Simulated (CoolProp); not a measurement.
The fluid at 293.15 K and 9.33 MPa is throttled through a valve to 6.33 MPa with no heat exchange. The same conditions are run with several fluids, on thermodynamics alone (safety and materials aside).

Computed with CoolProp (reference Helmholtz-energy equation of state of each fluid (ethane: Bücker 2006; water: Wagner 2002; R236FA: Pan 2012; toluene: Lemmon 2006; dodecamethylpentasiloxane (MD3M): Thol 2019)).

```
fluid                             temperature change (K)  final density (kg/m³)
--------------------------------  ----------------------  ---------------------
ethane                                              -1.9                    378
water                                               +0.7                   1000
R236FA                                              +0.7                   1400
toluene                                             +1.4                    870
dodecamethylpentasiloxane (MD3M)                    +1.4                    881
```
